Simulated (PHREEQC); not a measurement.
Dissolve 0.024 mol NH4HF2, 0.0066 mol (NH4)2SiF6 and 0.017 mol H3PO4 per kg of water at 20 °C. Closed to the air; pH follows from the charge balance.

Computed with PHREEQC (ion-association model, phreeqc.dat).

The ionic strength comes out as 0.0467 mol/kgw. What activity coefficients do H+, SiF6-2, NH4+, HF2-, H2PO4- get?

H+ 0.86, SiF6-2 0.48, NH4+ 0.81, HF2- 0.83, H2PO4- 0.83.

No solid was allowed to form. SiF6-2 is the database's only silicon fluoride.
